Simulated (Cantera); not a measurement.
Feed: 1 mol C3H6, 0.041 mol O2, 2.4 mol N2, held at 1223.15 K and 3380 Torr.

Cantera equilibrium calculation (NASA polynomials, part measured and part estimated; ideal gas, pure solids and liquids). Candidate condensed phases: C, C6H6, C7H8, C8H18, H2O; 136 gas species. The numbers say what is thermodynamically allowed, not how fast it happens.

Base state: H2 0.523, N2 0.445, CH4 0.0164, CO 0.0145, H2O 0.000685, NH3 0.000195, HCN 4.62e-5, CO2 1.30e-5 (mole fractions); condensed: C(graphite).

### Question
What changes in the equilibrium state with this change: N2 from 2.4 to 0.19 mol?

### Answer
| species | before | after |
|---|---|---|
| H2 | 0.523 | 0.868 |
| N2 | 0.445 | 0.0607 |
| CH4 | 0.0164 | 0.0451 |
| CO | 0.0145 | 0.0243 |
| CO2 | 1.30e-5 | 3.64e-5 |
| H2O | 0.000685 | 0.00190 |
| HCN | 4.62e-5 | 2.20e-5 |
| C(graphite), mol | 2.83 | 2.78 |
